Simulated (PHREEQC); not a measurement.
Dissolve 0.0018 mol/kgw NH3 and 0.0042 mol/kgw Na2CO3 at 20 °C. Closed to the air; pH follows from the charge balance.

All values are PHREEQC results (ion-association model, wateq4f.dat), not measurements.

Q: The ionic strength comes out as 0.0115 mol/kgw. What activity coefficients do CO3-2, HCO3-, NaCO3-, NH4+, OH- get?

A: CO3-2 0.66, HCO3- 0.90, NaCO3- 0.90, NH4+ 0.90, OH- 0.90.

This is a speciation only: nothing precipitates in the calculation. Complexes and solids missing from the database can't appear.
